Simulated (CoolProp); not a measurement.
Saturated liquid density (kg/m³) of tetradecamethylhexasiloxane (MD4M): the reference equation beside estimates from Tc = 380.0 °C, pc = 828.6 kPa, ω = 0.800. Rackett uses Z = 0.29056 − 0.08775 ω.

Computed with CoolProp (reference Helmholtz-energy equation of state, Thol 2019).

```json
[
 {"T (°C)": "191.15", "reference": "719.6", "Rackett": "918.2", "van der Waals": "395.9", "Redlich-Kwong": "572.7", "Soave-Redlich-Kwong": "641.3"},
 {"T (°C)": "197.35", "reference": "712.8", "Rackett": "909.0", "van der Waals": "392.5", "Redlich-Kwong": "566.6", "Soave-Redlich-Kwong": "635.8"},
 {"T (°C)": "203.55", "reference": "705.8", "Rackett": "899.7", "van der Waals": "389.0", "Redlich-Kwong": "560.4", "Soave-Redlich-Kwong": "630.1"},
 {"T (°C)": "209.75", "reference": "698.8", "Rackett": "890.2", "van der Waals": "385.5", "Redlich-Kwong": "554.1", "Soave-Redlich-Kwong": "624.2"},
 {"T (°C)": "215.95", "reference": "691.7", "Rackett": "880.6", "van der Waals": "381.8", "Redlich-Kwong": "547.6", "Soave-Redlich-Kwong": "618.0"},
 {"T (°C)": "222.15", "reference": "684.5", "Rackett": "870.9", "van der Waals": "378.2", "Redlich-Kwong": "541.0", "Soave-Redlich-Kwong": "611.7"},
 {"T (°C)": "228.35", "reference": "677.1", "Rackett": "860.9", "van der Waals": "374.4", "Redlich-Kwong": "534.2", "Soave-Redlich-Kwong": "605.1"},
 {"T (°C)": "234.45", "reference": "669.8", "Rackett": "851.0", "van der Waals": "370.6", "Redlich-Kwong": "527.4", "Soave-Redlich-Kwong": "598.4"},
 {"T (°C)": "240.65", "reference": "662.2", "Rackett": "840.7", "van der Waals": "366.6", "Redlich-Kwong": "520.3", "Soave-Redlich-Kwong": "591.4"},
 {"T (°C)": "246.85", "reference": "654.4", "Rackett": "830.2", "van der Waals": "362.6", "Redlich-Kwong": "513.0", "Soave-Redlich-Kwong": "584.0"},
 {"T (°C)": "253.05", "reference": "646.5", "Rackett": "819.5", "van der Waals": "358.5", "Redlich-Kwong": "505.6", "Soave-Redlich-Kwong": "576.4"}
]
```

Absolute difference from the reference over all 11 rows, mean and median: Rackett 27.2 and 27.2 %, van der Waals 44.8 and 44.7 %, Redlich-Kwong 21.0 and 21.0 %, Soave-Redlich-Kwong 10.7 and 10.7 %.
